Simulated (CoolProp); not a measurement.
Computed with CoolProp (reference Helmholtz-energy equation of state, Guder 2009).

Problem. Give the vapour pressure (kPa), liquid density (kg/m³), vapour density (kg/m³) of saturated sulfur hexafluoride at -3.25 °C.

Solution. 
```tsv
T (°C)	p (kPa)	liquid density (kg/m³)	vapour density (kg/m³)
-3.25	1140	1580	95.0
```
